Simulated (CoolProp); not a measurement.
A simple Rankine cycle with sulfur dioxide: condensing at 307.15 K, boiler at 2.03 MPa, turbine inlet 373.4 K, turbine efficiency 0.8, pump efficiency 0.6, no recuperator. Each further row changes one setting.

Computed with CoolProp (reference Helmholtz-energy equation of state, Gao 2016).

```csv
case,thermal efficiency (%),net work (kJ/kg),heat in (kJ/kg),turbine exit temperature (K),volume ratio over the turbine
as stated,10.2,37.8,371,307.1,3.38
turbine inlet 393.4 K,10.5,40.7,389,308.8,3.23
condensing temperature 299.15 K,11.7,44.6,382,299.2,4.27
boiler pressure 1.42 MPa,7.9,30.2,382,312.9,2.36
turbine efficiency 0.7,8.9,32.9,371,307.1,3.43
```

The expansion ends wet for: as stated; condensing temperature 299.15 K; turbine efficiency 0.7.
